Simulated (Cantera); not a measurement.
Input: 1 mol Si3N4, 0.015 mol H2O, 200 mol N2, equilibrated at 1748.15 K and 0.135 Torr.

These are equilibrium values from Cantera (NASA tables, ideal gas, pure condensed phases), not measurements of a reactor. Candidate condensed phases: H2O, Si, SiO2, Si2N2O, Si3N4; 35 gas species. The tables' values for SiN are old estimates; treat these amounts as uncertain. The numbers say what is thermodynamically allowed, not how fast it happens.

Base state: N2 0.991, Si 0.00810, Si2N 9.57e-5, H 9.04e-5, SiO 7.36e-5, SiN 5.61e-5, Si2 4.17e-5, H2 2.81e-5 (mole fractions); condensed: Si(l).

Q: What changes in the equilibrium state with this change: pressure from 0.135 Torr to 100 Torr?

A: 
| species | before | after |
|---|---|---|
| N2 | 0.991 | 1.000 |
| SiO | 7.36e-5 | 7.50e-5 |
| H2 | 2.81e-5 | 7.23e-5 |
| Si | 0.00810 | 1.00e-6 |
| Si2N | 9.57e-5 | 2.95e-8 |
| Si2 | 4.17e-5 | <1e-9 |
| Si3 | 1.02e-5 | <1e-9 |
| SiN | 5.61e-5 | 1.89e-7 |
| Si(l), mol | 1.26 | 0 |
| Si3N4(s), mol | 0 | 0.995 |
